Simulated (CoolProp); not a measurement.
Vapour-liquid equilibrium of R22 (1) + n-pentane (2) at 240 kPa; x and y are mole fractions of (1).

Computed with CoolProp (multi-fluid Helmholtz-energy mixture model, Kamei 1995 and Thol 2019; pair parameters Bell 2016).

Question: Give the bubble temperature and the first vapour's composition at x = 0.05, 0.15, 0.85. Is there an azeotrope?

Answer: x = 0.05: 314.9 K, y = 0.493; x = 0.15: 288.4 K, y = 0.818; x = 0.85: 255.8 K, y = 0.983. No azeotrope shows between x = 0.05 and 0.95.

Pair parameters are fitted to limited data, so mixtures are less certain than the pure fluids. With so large a gap from Raoult's law the liquid may split in two, which this calculation doesn't test in full.
